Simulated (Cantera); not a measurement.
A closed system holds: 1 mol Si, 2.9 mol F₂, 1.3 mol N₂, held at 1698.15 K and 7.50 Torr.

Cantera equilibrium calculation (NASA polynomials, part measured and part estimated; ideal gas, pure solids and liquids). Candidate condensed phases: Si, Si₃N₄; 16 gas species. The numbers say what is thermodynamically allowed, not how fast it happens.

Problem. What is the equilibrium state?

Solution. 
- x(F) = 0.439
- x(N₂) = 0.317
- x(SiF₄) = 0.244
- x(F₂) = 5.41e-5
- gas amount = 4.100 mol
- log10 activity of Si(l) (absent) = -32.24
